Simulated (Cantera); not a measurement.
Reactions in the system N-O-Zr

Source: NASA polynomial tables (part measured, part estimated), evaluated in Cantera. Values are per mole of reaction as written; species without (g) are pure solids or liquids, kept so even where they would boil at 1 bar.

Zr + 2 NO(g) = ZrO2(g) + N2(g)

```tsv
T (K)	ΔH° (kJ)	ΔS° (J/K)	ΔG° (kJ)	log10 K	condensed phases
1875	-486.6	-13.7	-461.0	12.84	Zr(β)
1975	-488.0	-14.4	-459.6	12.15	Zr(β)
2075	-489.4	-15.1	-458.1	11.53	Zr(β)
2175	-512.2	-25.8	-456.1	10.95	Zr(l)
2275	-514.3	-26.8	-453.4	10.41	Zr(l)
2375	-516.5	-27.7	-450.7	9.91	Zr(l)
2475	-518.7	-28.6	-447.9	9.45	Zr(l)
2575	-520.9	-29.5	-445.0	9.03	Zr(l)
2675	-523.1	-30.3	-442.0	8.63	Zr(l)
2775	-525.2	-31.1	-438.9	8.26	Zr(l)
2875	-527.4	-31.9	-435.8	7.92	Zr(l)
```
